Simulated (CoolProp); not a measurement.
Values from CoolProp's reference Helmholtz-energy equation of state, Thol 2019.

Question: For dodecamethylpentasiloxane (MD3M), give the phase and the density (kg/m³), Joule-Thomson coefficient (K/MPa) at 87.75 °C and 1.01 bar.

Answer: 
- 87.75 °C and 1.01 bar: liquid; density 809, Joule-Thomson coefficient -0.375
